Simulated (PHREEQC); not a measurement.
A solution holds 0.01 mol/kgw HF, 0.01 mol/kgw NH4F and 0.0013 mol/kgw (NH4)2SiF6, at 25 °C. Closed to the air; pH follows from the charge balance.

All values are PHREEQC results (ion-association model, phreeqc.dat), not measurements.

No solid was allowed to form.

Problem. Order these F species by the share of F that they hold, largest first: SiF6-2, HF, F-, HF2-.

Solution. F- (37 %), HF (32 %), SiF6-2 (28 %), HF2- (2.6 %)

The pH is 3.19 and the ionic strength 0.0146 mol/kgw. SiF6-2 is the database's only silicon fluoride.
